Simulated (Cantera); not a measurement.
Cantera run, input and output.

```python
import numpy as np
import cantera as ct

gas = ct.Solution("gri30.yaml")
gas.TPX = 1300, 790, {'H2': 0.0066, 'O2': 1, 'N2': 0.023}
reactor = ct.IdealGasConstPressureReactor(gas, energy="off", clone=False)
net = ct.ReactorNet([reactor])
net.rtol, net.atol = 1e-08, 1e-18
show = ['H2', 'O2', 'OH', 'O', 'H2O2']
times = np.geomspace(1e-05, 4, 12)

steps = ct.SolutionArray(gas, extra=["t"])
rows = []
print(f"{'t/s':>10s}{'T/K':>9s}{'P/Pa':>11s}" + "".join(f"{s:>11s}" for s in show))
for t in times:
    while net.time < t:
        t_next = net.step()
        steps.append(gas.state, t=t_next)
    rows.append([np.interp(t, steps.t, y) for y in (steps.T, steps.P, *steps(*show).X.T)])
    print(f"{t:10.3e}{rows[-1][0]:9.1f}{rows[-1][1]:11.4g}" + "".join(f"{x:11.3e}" for x in rows[-1][2:]))
rate = np.gradient(steps.T, steps.t)
print("integrator steps:", len(steps.t))
if steps.T.max() > steps.T[0] + 200:
    print(f"time of steepest temperature rise: {steps.t[rate.argmax()]:.4e} s")
gas.TPX = 1300, 790, {'H2': 0.0066, 'O2': 1, 'N2': 0.023}
gas.equilibrate("TP")
print(f"equilibrium (TP): T = {gas.T:.1f} K  " + "  ".join(f"{s} {gas[s].X[0]:.3e}" for s in show))
```

Output:

```
       t/s      T/K       P/Pa         H2         O2         OH          O       H2O2
 1.000e-05   1300.0        790  6.410e-03  9.713e-01  1.892e-11  1.895e-11  6.719e-16
 3.231e-05   1300.0        790  6.410e-03  9.713e-01  1.701e-10  1.711e-10  7.006e-15
 1.044e-04   1300.0        790  6.410e-03  9.713e-01  1.191e-09  1.216e-09  7.279e-14
 3.372e-04   1300.0        790  6.410e-03  9.713e-01  5.931e-09  6.348e-09  7.505e-13
 1.089e-03   1300.0        790  6.410e-03  9.713e-01  3.033e-08  3.589e-08  7.533e-12
 3.519e-03   1300.0        790  6.409e-03  9.713e-01  4.741e-07  6.086e-07  6.976e-11
 1.137e-02   1300.0        790  4.961e-03  9.699e-01  6.757e-04  1.001e-03  5.823e-09
 3.672e-02   1300.0        790  1.748e-05  9.652e-01  6.794e-04  5.678e-03  5.523e-09
 1.186e-01   1300.0        790  1.636e-05  9.655e-01  6.583e-04  5.322e-03  5.441e-09
 3.833e-01   1300.0        790  1.354e-05  9.665e-01  5.993e-04  4.372e-03  5.201e-09
 1.238e+00   1300.0        790  8.074e-06  9.684e-01  4.632e-04  2.567e-03  4.478e-09
 4.000e+00   1300.0        790  2.659e-06  9.702e-01  2.662e-04  8.306e-04  2.873e-09
integrator steps: 858
equilibrium (TP): T = 1300.0 K  H2 6.408e-09  O2 9.711e-01  OH 1.313e-05  O 1.974e-06  H2O2 3.086e-11
```

Computed with Cantera and GRI-Mech 3.0 (53 species, 325 reactions). Radical loss at walls, strong at low pressure, is not modelled.
